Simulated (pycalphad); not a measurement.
All values are pycalphad results on the COST 507 light-alloy database (1999) (1 atm), not direct measurements. The data set is of 1999 and partly superseded. Amounts are mole fractions of atoms.

Question: Give the equilibrium state of Al-24.03Si-0.4908Fe (wt.%) at 677 °C.

Answer: LIQUID, fraction 0.942, with 19.2 Si, 0.52 Fe wt.%; DIAMOND_A4, fraction 0.058, with >99.99 Si, no Fe wt.%.

Question: Give the equilibrium state of Al-24.03Si-0.4908Fe (wt.%) at 227 °C.

Answer: 
```
T = 500.00 K, P = 101325 Pa, N = 1 mol of atoms
G = -14698 J/mol, H = 4732 J/mol, S = 38.86 J/(mol K)  (SER reference)
chemical potentials (J/mol): Al -15579, Si -10615, Fe -131852
phase             fraction      x(Al)      x(Si)      x(Fe)
FCC_A1              0.7528     0.9999   0.000131    1.3e-08
DIAMOND_A4          0.2312   1.22e-11     1.0000       none
ALFESI_BETA         0.0160     0.7000     0.1500     0.1500
```

Database names, with the compositions (at.%) that they take in these runs: ALFESI_BETA: Al 70 Si 15 Fe 15. FCC_A1 is fcc; DIAMOND_A4 is diamond (Si). An entry "none" or "no" means that the model of the phase leaves that element out.
